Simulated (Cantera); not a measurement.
What does this Cantera script print?

```python
import numpy as np
import cantera as ct

gas_names = [...]  # 109 gases of nasa_gas.yaml made of C, Cl, H, Si
cond_names = """
    C(gr) C6H6(L) C7H8(L) C8H18(L),n-octa Si(cr) Si(L) SiC(b)
""".split()


# ... load() reads the species with a 1 bar reference pressure and builds the phases ...
atoms = {
    'CH3SiCl3': {'C': 1, 'H': 3, 'Si': 1, 'CL': 3},
    'C3H8': {'C': 3, 'H': 8},
    'H2': {'H': 2},
}
top_T = {'C(gr)': 4500, 'SiC(b)': 3050}  # K; cautious upper limits of use, not melting points


# ... equilibrate(T, P, feed) seeds the gas with the atoms and calls Mixture.equilibrate('TP', solver="vcs", rtol=1e-11, max_steps=5000) ...
results = []
feed = {'CH3SiCl3': 1, 'C3H8': 0.1, 'H2': 1200}  # mol
T = 2198  # K
P = 10000  # Pa
mix = equilibrate(T, P, feed)
results.append((T, P, feed, dict(zip(mix.species_names, mix.species_moles))))
x = sorted(zip(gas.X, gas.species_names), reverse=True)
print(f"T = {T:g} K  P = {P:g} Pa  gas = {mix.phase_moles(0):.4g} mol")
print("   x: " + "  ".join(f"{s} {v:.3e}" for v, s in x if v > 0.001))
print("   condensed (mol): " + ("  ".join(f"{mix.phase(i).name} {mix.phase_moles(i):.4g}"
      for i in range(1, mix.n_phases) if mix.phase_moles(i) > 1e-12) or "none"))
```

Output:

```
T = 2198 K  P = 10000 Pa  gas = 1215 mol
   x: H2 9.788e-01  H 1.742e-02  HCL 2.428e-03
   condensed (mol): none
```

These are equilibrium values from Cantera (NASA tables, ideal gas, pure condensed phases), not measurements of a reactor. The feed counts by its element totals alone. Gases not in the tables: Si2H6 and higher silanes.
